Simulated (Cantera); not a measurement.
Charge: 1 mol BF₃, 0.69 mol O₂, a varied amount of H₂, held at 1023.15 K and 13300 Pa.

Equilibrium computed with Cantera from the NASA thermochemical tables; the gas is ideal and each condensed phase is pure. Candidate condensed phases: B, B₂O₃, B₃O₃H₃, H₂O; 43 gas species. Gases not in the tables: H₃BO₃. The numbers say what is thermodynamically allowed, not how fast it happens.

Q: Which condensed phases are stable at each of these points (n(H₂) (mol)): 0.17, 0.25, 0.36, 0.54, 0.79, 1.2, 1.7, 2.5, 3.7, 5.5, 8.1, 12?

A: 
```
n(H₂) (mol)  condensed phases  B condensed (%)
-----------  ----------------  ---------------
0.17                 gas only              0.0
0.25                 gas only              0.0
0.36                 gas only              0.0
0.54                 gas only              0.0
0.79                 gas only              0.0
1.2                   B₂O₃(l)              4.0
1.7                   B₂O₃(l)              6.3
2.5                   B₂O₃(l)              7.4
3.7                   B₂O₃(l)              8.7
5.5                   B₂O₃(l)             10.2
8.1                   B₂O₃(l)             11.7
12                    B₂O₃(l)             13.3
```

From 0.17 mol H₂ to 0.79 mol H₂ nothing is condensed. From 1.2 mol H₂ to 12 mol H₂ the condensed part is B₂O₃(l).
